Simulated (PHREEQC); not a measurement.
A solution holds 1.7 mmol/kgw CdSO4 and 0.092 mmol/kgw MnSO4, at 25 °C. Closed to the air; pH follows from the charge balance.

All values are PHREEQC results (ion-association model, wateq4f.dat), not measurements.

```
Property                  Value
--------------  ---------------
pH                         6.53
ionic strength  0.00588 mol/kgw
```

```csv
species,molality,activity,log γ
SO4-2,0.00146,0.00106,-0.139
Cd+2,0.00139,0.00100,-0.142
CdSO4,0.000307,0.000307,0.001
Mn+2,8.08e-5,5.91e-5,-0.136
MnSO4,1.12e-5,1.12e-5,0.001
Cd(SO4)2-2,4.96e-6,3.58e-6,-0.142
H+,3.18e-7,2.96e-7,-0.032
CdOH+,3.06e-7,2.82e-7,-0.035
OH-,3.68e-8,3.39e-8,-0.036
HSO4-,3.31e-8,3.05e-8,-0.035
MnOH+,5.57e-9,5.14e-9,-0.035
Cd2OH+3,2.88e-9,1.38e-9,-0.319
```

This is a speciation only: nothing precipitates in the calculation.
